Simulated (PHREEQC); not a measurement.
0.82 g of hydrous ferric oxide (600 m²/g; 0.2 weak and 0.005 strong sites per Fe, Dzombak-Morel constants, diffuse double layer) in 1 kg of water with 0.05 mol/kgw of an inert sodium salt and 5.3e-06 mol SrCl2, at 25 °C; the pH is set by adding NaOH or the inert anion's acid. O2 is buffered at 0.21 atm. No CO2 enters from the air. Nothing may precipitate in this run.

Computed with PHREEQC (ion-association model, wateq4f.dat).

```tsv
pH	Sr sorbed (%)	surface charge σ (C/m²)	surface potential ψ (mV)
4	0.0	0.294	160
4.67	0.0	[?]	145
5.33	0.0	0.146	124
6	0.1	[?]	[?]
6.67	0.7	0.049	71
7.33	7.3	[?]	40
8	50.9	0.003	6
8.67	93.3	-0.015	-28
9.33	[?]	-0.038	-60
10	99.9	-0.073	-90
10.67	100.0	-0.125	-116
11.33	100.0	[?]	-137
12	100.0	-0.280	-151
```

What belongs in the gaps?


- 4.67, surface charge σ (C/m²): 0.219
- 6, surface charge σ (C/m²): 0.089
- 6, surface potential ψ (mV): 99
- 7.33, surface charge σ (C/m²): 0.022
- 9.33, Sr sorbed (%): 99.4
- 11.33, surface charge σ (C/m²): -0.195
